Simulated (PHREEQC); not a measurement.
**Alkaline etch or developer**

Make-up at 91 °C: 0.21 mol/kgw NaOH and 0.00021 mol/kgw K2SiO3. Closed to the air; pH follows from the charge balance.

Model: ion-association model, phreeqc.dat, run in PHREEQC.

This is a speciation only: nothing precipitates in the calculation.

Q: Estimate the pH, density, specific conductance.

A: pH 11.54; density 0.973 g/cm³; specific conductance 113000 µS/cm.

Q: In which forms is Si present?

A: H2SiO4-2 53 %, H3SiO4- 47 % of the Si.

At this temperature some constants are extrapolated from 25 °C, and those without enthalpy data are left unchanged.
